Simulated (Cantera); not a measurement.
A perfectly stirred reactor is fed with CH4 : N2 = 1 : 190 (molar parts), at 750 Torr; it is held at 1600 K, and followed from long to short residence time.

Model: GRI-Mech 3.0 (53 species, 325 reactions), integrated in Cantera. GRI-Mech 3.0 stops at C3 and has no aromatics, soot or wall deposition, so with more carbon than oxygen in the feed, carbon stays in small species such as C2H2 where larger ones or solid carbon would form.

What does this change do: CH4 1 to 0.31 parts?


```csv
quantity,before,after
x(CH4) at τ = 9.40 s,0.000529,0.000169
x(HCN) at τ = 9.40 s,4.02e-6,8.06e-6
x(CH2) at τ = 9.40 s,3.83e-9,3.92e-9
x(H) at τ = 9.40 s,4.40e-6,2.48e-6
x(H2) at τ = 9.40 s,0.00701,0.00218
x(CH4) at τ = 23.0 ms,0.00428,0.00135
x(HCN) at τ = 23.0 ms,3.21e-8,4.74e-8
x(CH2) at τ = 23.0 ms,3.52e-8,2.82e-8
x(H) at τ = 23.0 ms,1.24e-6,7.23e-7
x(H2) at τ = 23.0 ms,0.00120,0.000330
```
